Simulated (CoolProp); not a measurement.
Saturation properties of c-C4F8 (RC318).

The numbers come from the reference Helmholtz-energy equation of state, Platzer 1990 in CoolProp. This equation is an older, rougher fit; its heat capacities, sound speeds and derivatives of the liquid may be far off and weren't checked against measurements.

```csv
T (K),p (bar),vapour density (kg/m³),enthalpy of vaporisation (kJ/kg),surface tension (mN/m),liquid viscosity (µPa s)
296.3,2.944,26.46,105.1,8.39,372
299.7,3.283,29.42,103.5,8.00,354
303.1,3.650,32.65,102.0,7.62,337
306.5,4.047,36.17,100.4,7.24,321
309.9,4.476,39.99,98.73,6.87,305
313.3,4.939,44.14,97.03,6.50,291
316.7,5.436,48.65,95.29,6.13,277
320.1,5.970,53.54,93.49,5.77,263
323.5,6.542,58.85,91.63,5.41,250
326.9,7.154,64.63,89.71,5.06,238
330.3,7.808,70.90,87.72,4.71,227
333.7,8.506,77.72,85.65,4.37,215
337.1,9.249,85.14,83.51,4.04,205
340.5,10.04,93.25,81.27,3.70,194
```

It boils at 267.2 K under 1 atm.

Viscosity comes from a separate model (Huber 2003), an estimate that may be off by 10 % or more. Surface tension comes from a separate correlation (Mulero 2012).
